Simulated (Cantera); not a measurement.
Cantera with NASA thermochemical tables; ideal gases at 1 bar, condensed phases pure. Values are per mole of reaction as written; species without (g) are pure solids or liquids, kept so even where they would boil at 1 bar.

0.6667 Cr + O₂(g) → 0.6667 CrO₃(g)

```tsv
T (K)	ΔH° (kJ)	ΔS° (J/K)	ΔG° (kJ)	log10 K
2423	(withheld)	(withheld)	(withheld)	(withheld)
2473	-227.1	-63.2	-70.8	1.50
2523	-227.7	-63.4	-67.6	1.40
2573	-228.2	-63.6	-64.5	1.31
2623	-228.7	-63.8	-61.3	1.22
2673	(withheld)	(withheld)	(withheld)	(withheld)
2723	-229.7	-64.2	-54.9	1.05
2773	-230.3	-64.4	-51.6	0.97
2823	(withheld)	(withheld)	(withheld)	(withheld)
2873	-231.4	-64.8	-45.2	0.82
2923	-231.9	-65.0	-41.9	0.75
```

**Question.** Fill in the missing entries.

**Answer.** 
- 2423, ΔH° (kJ): -226.6
- 2423, ΔS° (J/K): -63.0
- 2423, ΔG° (kJ): -74.0
- 2423, log10 K: 1.59
- 2673, ΔH° (kJ): -229.2
- 2673, ΔS° (J/K): -64.0
- 2673, ΔG° (kJ): -58.1
- 2673, log10 K: 1.13
- 2823, ΔH° (kJ): -230.8
- 2823, ΔS° (J/K): -64.6
- 2823, ΔG° (kJ): -48.4
- 2823, log10 K: 0.90
